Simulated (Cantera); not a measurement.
What does this Cantera script print?

```python
import numpy as np
import cantera as ct

gas = ct.Solution("gri30.yaml")
gas.TPX = 1748, 1800000, {'CO': 1, 'H2': 0.085, 'CH4': 0.35, 'O2': 1.38, 'N2': 4.97}
reactor = ct.IdealGasReactor(gas, energy="on", clone=False)
net = ct.ReactorNet([reactor])
net.rtol, net.atol = 1e-08, 1e-16
show = ['CO', 'H2', 'CH4', 'HO2', 'CH2CO', 'O']
times = np.geomspace(7e-06, 0.1, 14)

steps = ct.SolutionArray(gas, extra=["t"])
rows = []
print(f"{'t/s':>10s}{'T/K':>9s}{'P/Pa':>11s}" + "".join(f"{s:>11s}" for s in show))
for t in times:
    while net.time < t:
        t_next = net.step()
        steps.append(gas.state, t=t_next)
    rows.append([np.interp(t, steps.t, y) for y in (steps.T, steps.P, *steps(*show).X.T)])
    print(f"{t:10.3e}{rows[-1][0]:9.1f}{rows[-1][1]:11.4g}" + "".join(f"{x:11.3e}" for x in rows[-1][2:]))
rate = np.gradient(steps.T, steps.t)
print("integrator steps:", len(steps.t))
if steps.T.max() > steps.T[0] + 200:
    print(f"time of steepest temperature rise: {steps.t[rate.argmax()]:.4e} s")
gas.TPX = 1748, 1800000, {'CO': 1, 'H2': 0.085, 'CH4': 0.35, 'O2': 1.38, 'N2': 4.97}
gas.equilibrate("UV")
print(f"equilibrium (UV): T = {gas.T:.1f} K  " + "  ".join(f"{s} {gas[s].X[0]:.3e}" for s in show))
```

Result:

```
       t/s      T/K       P/Pa         CO         H2        CH4        HO2      CH2CO          O
 7.000e-06   2078.3  2.159e+06  1.349e-01  1.762e-02  1.755e-02  4.060e-04  5.386e-04  3.524e-04
 1.461e-05   3226.8  3.253e+06  6.744e-02  6.556e-03  7.087e-14  4.068e-05  9.809e-15  8.468e-03
 3.050e-05   3211.2  3.235e+06  6.760e-02  6.643e-03  7.473e-14  3.684e-05  9.764e-15  7.695e-03
 6.367e-05   3204.5  3.228e+06  6.769e-02  6.684e-03  7.652e-14  3.525e-05  9.744e-15  7.377e-03
 1.329e-04   3203.8  3.227e+06  6.769e-02  6.688e-03  7.670e-14  3.510e-05  9.742e-15  7.347e-03
 2.774e-04   3203.8  3.227e+06  6.769e-02  6.688e-03  7.670e-14  3.509e-05  9.742e-15  7.347e-03
 5.791e-04   3203.8  3.227e+06  6.769e-02  6.688e-03  7.670e-14  3.509e-05  9.742e-15  7.347e-03
 1.209e-03   3203.8  3.227e+06  6.769e-02  6.688e-03  7.670e-14  3.509e-05  9.742e-15  7.347e-03
 2.523e-03   3203.8  3.227e+06  6.769e-02  6.688e-03  7.670e-14  3.509e-05  9.742e-15  7.347e-03
 5.267e-03   3203.8  3.227e+06  6.769e-02  6.688e-03  7.670e-14  3.509e-05  9.742e-15  7.347e-03
 1.099e-02   3203.8  3.227e+06  6.769e-02  6.688e-03  7.670e-14  3.509e-05  9.742e-15  7.347e-03
 2.295e-02   3203.8  3.227e+06  6.769e-02  6.688e-03  7.670e-14  3.509e-05  9.742e-15  7.347e-03
 4.791e-02   3203.8  3.227e+06  6.769e-02  6.688e-03  7.670e-14  3.509e-05  9.742e-15  7.347e-03
 1.000e-01   3203.8  3.227e+06  6.769e-02  6.688e-03  7.670e-14  3.509e-05  9.742e-15  7.347e-03
integrator steps: 1745
time of steepest temperature rise: 7.2780e-06 s
equilibrium (UV): T = 3203.8 K  CO 6.769e-02  H2 6.688e-03  CH4 1.010e-13  HO2 3.509e-05  CH2CO 1.070e-14  O 7.347e-03
```

Model: GRI-Mech 3.0 (53 species, 325 reactions), integrated in Cantera. The pressure lies above the range GRI-Mech 3.0 was tuned for (to about 10 atm). Above 3000 K some thermodynamic fits are extrapolated.
